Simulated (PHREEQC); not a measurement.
Solution (5 °C): 0.0014 mol NH4HF2 and 0.0006 mol H2SiF6 per kg of water. Closed to the air; pH follows from the charge balance.

Computed with PHREEQC (ion-association model, wateq4f.dat).

Each row changes one thing in this solution. No solid was allowed to form.

| case | pH | ionic strength (mol/kgw) | HF (mol/kgw) | F- (mol/kgw) | H2F2 (mol/kgw) | HF2- (mol/kgw) |
|---|---|---|---|---|---|---|
| as made | 2.97 | 0.00313 | 0.00146 | 0.00135 | 1.11e-5 | 6.15e-6 |
| 0.00035 mol/kgw TMAH added | 3.05 | 0.00328 | … | … | 9.11e-6 | 6.19e-6 |
| 3.7e-05 mol/kgw FeSO4 added | 2.97 | 0.00328 | 0.00146 | 0.00135 | 1.10e-5 | 6.15e-6 |
| H2SiF6 left out | 3.33 | 0.00189 | 0.000896 | 0.00188 | 4.17e-6 | 5.27e-6 |
| H2SiF6 from 0.0006 to 0.0009 mol/kgw | 2.84 | 0.00383 | 0.00166 | 0.00115 | 1.43e-5 | 5.97e-6 |
| H2SiF6 from 0.0006 to 0.003 mol/kgw | 2.33 | 0.00944 | 0.00239 | 0.000534 | 2.96e-5 | 3.98e-6 |
| NH4HF2 left out | … | 0.00170 | 0.000807 | 0.000618 | 3.38e-6 | 1.55e-6 |
| H2SiF6 replaced by NaBF4 at the same molality | 3.20 | 0.00267 | 0.00145 | 0.00228 | 1.10e-5 | … |
| H2SiF6 from 0.0006 to 0.006 mol/kgw | 2.02 | … | 0.00286 | 0.000320 | 4.26e-5 | 2.86e-6 |

Problem. Complete the blanks.

Solution. 
- 0.00035 mol/kgw TMAH added, HF (mol/kgw): 0.00133
- 0.00035 mol/kgw TMAH added, F- (mol/kgw): 0.00150
- NH4HF2 left out, pH: 2.89
- H2SiF6 replaced by NaBF4 at the same molality, HF2- (mol/kgw): 1.03e-5
- H2SiF6 from 0.0006 to 0.006 mol/kgw, ionic strength (mol/kgw): 0.0181

Some of these states are supersaturated (in Quartz (slow to form), Chalcedony (slow to form), for instance). Away from 25 °C the constants follow the database's enthalpies or fits; those with neither stay at their 25 °C values. SiF6-2 is the database's only silicon fluoride. Fluoro complexes past AlF4- and FeF3 are missing from the database.
